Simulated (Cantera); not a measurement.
## Boron, boron nitride and boron oxide: BF3 + O2 + N2

Feed: 1 mol BF3, 1.1 mol O2, a varied amount of N2, equilibrated at 923.15 K and 26000 Pa.

Cantera equilibrium calculation (NASA polynomials, part measured and part estimated; ideal gas, pure solids and liquids). Candidate condensed phases: B, BN, B2O3; 31 gas species. Kinetics and transport are ignored.

From 0.14 mol N2 to 88 mol N2 nothing is condensed. The main B-bearing gas is BF3 throughout.

| n(N2) (mol) | log p N2 | log p O2 | log p BF3 | log p NO | log p NO2 | log p F | log p BOF2 |
|---|---|---|---|---|---|---|---|
| 0.14 | -1.79 | -0.89 | -0.94 | -5.85 | -6.98 | -9.48 | -9.49 |
| 0.31 | -1.48 | -0.93 | -0.97 | -5.71 | -6.85 | -9.52 | -9.49 |
| 0.69 | -1.19 | -0.99 | -1.03 | -5.60 | -6.77 | -9.55 | -9.56 |
| 1.5 | -0.97 | -1.10 | -1.14 | -5.54 | -6.77 | -9.63 | -9.64 |
| 3.5 | -0.79 | -1.29 | -1.33 | -5.55 | -6.87 | -9.77 | -9.79 |
| 7.8 | -0.69 | -1.54 | -1.58 | -5.63 | -7.07 | -9.96 | -9.98 |
| 17 | -0.64 | -1.82 | -1.87 | -5.74 | -7.33 | -10.16 | -10.20 |
| 39 | -0.61 | -2.16 | -2.20 | -5.89 | -7.65 | -10.40 | -10.46 |
| 88 | -0.60 | -2.50 | -2.54 | -6.06 | -7.98 | -10.64 | -10.73 |
log p: log10 of the partial pressure in bar; nothing condenses.
